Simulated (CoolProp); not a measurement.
50 sccm (0 °C, 1 atm) of nitrogen bubbles through liquid n-decane at 312 K and leaves saturated at a total pressure of 0.0101 MPa (ideal gas phase). Each further row changes one setting.

The numbers come from the reference Helmholtz-energy equation of state, Lemmon 2006 in CoolProp. It is a short technical equation, of lower accuracy than the large ones.

| case | vapour pressure (kPa) | mole fraction of vapour | delivery (mg/min) | delivery (sccm) | change of delivery for a bath 1 K warmer (%) |
|---|---|---|---|---|---|
| as stated | 0.453 | 0.0449 | 14.9 | 2.35 | 6.7 |
| bath temperature 317 K | 0.615 | (withheld) | (withheld) | 3.24 | (withheld) |
| total pressure 0.0202 MPa | 0.453 | 0.0224 | (withheld) | (withheld) | 6.5 |

**Question.** Complete the blanks.

**Answer.** 
- bath temperature 317 K, mole fraction of vapour: 0.0609
- bath temperature 317 K, delivery (mg/min): 20.6
- bath temperature 317 K, change of delivery for a bath 1 K warmer (%): 6.6
- total pressure 0.0202 MPa, delivery (mg/min): 7.29
- total pressure 0.0202 MPa, delivery (sccm): 1.15
